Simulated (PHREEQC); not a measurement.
Solution (20 °C): 0.035 mol ZnSO4 and 0.0017 mol MnSO4 per kg of water. It is in equilibrium with CO2 at log p = -3.4 (atm). Otherwise closed; pH follows from the charge balance.

Model: ion-association model, phreeqc.dat, run in PHREEQC.

Precipitation was switched off in this run.

Task: Order these Zn species by the share of Zn that they hold, largest first: ZnSO4, Zn(SO4)2-2, Zn+2.

Result: Zn+2 (56 %), ZnSO4 (37 %), Zn(SO4)2-2 (6.1 %)

Task: Order these S species by the share of S that they hold, largest first: ZnSO4, SO4-2, Zn(SO4)2-2, MnSO4.

Result: SO4-2 (51 %), ZnSO4 (36 %), Zn(SO4)2-2 (12 %), MnSO4 (1.5 %)

The pH is 5.46 and the ionic strength 0.0836 mol/kgw. Complexes and solids missing from the database can't appear.
